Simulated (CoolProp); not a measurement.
C3F8 (R218) along the isobar 15400 kPa: density (kg/m³) from the reference equation and from simpler models built on Tc = 345.0 K, pc = 2640 kPa, ω = 0.317; each cubic takes its own stable root.

The numbers come from the reference Helmholtz-energy equation of state, Lemmon 2006 in CoolProp. It is a short technical equation, of lower accuracy than the large ones.

```csv
T (K),phase,reference
243.8,liquid,1649
249,liquid,1632
254.2,liquid,1615
259.4,liquid,1598
264.5,liquid,1582
269.7,liquid,1564
274.9,liquid,1547
280.1,liquid,1530
285.3,liquid,1512
290.4,liquid,1494
295.6,liquid,1477
300.8,liquid,1458
306,liquid,1440
311.2,liquid,1422
316.3,liquid,1403
321.5,liquid,1385
```

Task: How far does each simpler model (van der Waals, Redlich-Kwong, Soave-Redlich-Kwong, Peng-Robinson) lie from the reference over these 16 states: mean and median of the absolute difference, and the worst?

Result: 
- van der Waals: mean 29.9 %, median 30.0 %, worst -32.4 % at 243.8 K and 15400 kPa
- Redlich-Kwong: mean 4.6 %, median 4.7 %, worst -5.5 % at 243.8 K and 15400 kPa
- Soave-Redlich-Kwong: mean 2.6 %, median 2.5 %, worst -3.0 % at 243.8 K and 15400 kPa
- Peng-Robinson: mean 9.2 %, median 9.2 %, worst +9.4 % at 285.3 K and 15400 kPa
